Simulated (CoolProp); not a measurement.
Computed with CoolProp (reference Helmholtz-energy equation of state, Span 1996).

**Question.** For carbon dioxide, give the phase and the speed of sound (m/s), conductivity (mW/(m K)) at 185.05 °C and 10.8 MPa.

**Answer.** 
- 185.05 °C and 10.8 MPa: supercritical; speed of sound 319, conductivity 34.9

Thermal conductivity comes from a separate model (Huber 2016).
